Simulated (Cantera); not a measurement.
# Low-pressure radical oxidation in H2/O2

An isothermal, constant-pressure homogeneous reactor starts with 1.67 % H2, 98.3 % O2, at 1250 K and 0.0132 atm.

Computed with Cantera and the H2/O2 subset of GRI-Mech 3.0, which has no nitrogen chemistry. Radical loss at walls, strong at low pressure, is not modelled.

```csv
t (s),x H2,x O2,x HO2,x O,x OH,x H2O,x H2O2
7.00e-5,0.0167,0.983,2.62e-9,1.55e-9,1.46e-9,2.16e-10,<1e-12
0.000172,0.0167,0.983,6.43e-9,6.24e-9,5.44e-9,2.09e-9,1.13e-12
0.000421,0.0167,0.983,1.58e-8,2.95e-8,2.30e-8,2.01e-8,6.73e-12
0.00103,0.0167,0.983,3.93e-8,3.24e-7,2.37e-7,3.42e-7,3.96e-11
0.00253,0.0166,0.983,2.17e-7,5.69e-5,4.11e-5,6.66e-5,3.17e-10
0.00622,0.000382,0.969,1.42e-6,0.0130,0.00199,0.0147,4.79e-8
0.0153,0.000106,0.969,1.15e-6,0.0130,0.00145,0.0154,2.78e-8
0.0374,9.12e-5,0.971,1.08e-6,0.0111,0.00134,0.0156,2.74e-8
0.0918,6.55e-5,0.975,9.32e-7,0.00784,0.00114,0.0159,2.62e-8
0.225,3.39e-5,0.979,6.79e-7,0.00399,0.000822,0.0163,2.30e-8
0.552,1.16e-5,0.982,3.78e-7,0.00135,0.000483,0.0166,1.65e-8
1.35,2.89e-6,0.983,1.55e-7,0.000336,0.000242,0.0167,8.93e-9
3.32,6.40e-7,0.983,5.11e-8,7.43e-5,0.000114,0.0168,3.65e-9
8.15,1.49e-7,0.983,1.66e-8,1.74e-5,5.52e-5,0.0168,1.26e-9
20.0,4.00e-8,0.983,7.97e-9,4.66e-6,2.86e-5,0.0168,4.22e-10
```
x: mole fraction; the columns are a selection and need not sum to one.

Equilibrium at this temperature and pressure: H2 5.11e-9, O2 0.983, HO2 1.02e-8, O 5.98e-7, OH 1.02e-5, H2O 0.0169, H2O2 7.11e-11 (gas phase only).
